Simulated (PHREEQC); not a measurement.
Dissolve 1.2 mmol/kgw Al2(SO4)3, 2.2 mmol/kgw ZnCl2 and 4.7 mmol/kgw NaCl at 25 °C. Closed to the air; pH follows from the charge balance.

Equilibrium calculation in PHREEQC: ion-association model, phreeqc.dat.

```
quantity                    before    after
------------------------  --------  -------
pH                            4.14     4.13
ionic strength (mol/kgw)    0.0196   0.0638
Zn+2 (mol/kgw)             0.00189  0.00191
SO4-2 (mol/kgw)            0.00186  0.00214
AlSO4+ (mol/kgw)           0.00132  0.00100
Al+3 (mol/kgw)            0.000951  0.00128
SI of Gibbsite (Al(OH)3)     +0.84    +0.74
SI of Halite (NaCl)          -6.06    -4.38
```

Problem. Which change was made?
A. temperature from 25 to 45 °C
B. Al2(SO4)3 from 0.0012 to 0.0018 mol/kgw
C. Al2(SO4)3 from 0.0012 to 0.012 mol/kgw
D. NaCl from 0.0047 to 0.0235 mol/kgw
E. NaCl from 0.0047 to 0.047 mol/kgw

Solution. E, NaCl from 0.0047 to 0.047 mol/kgw

This is a speciation only: nothing precipitates in the calculation. Some of these states are supersaturated (in Gibbsite (slow to form), for instance).
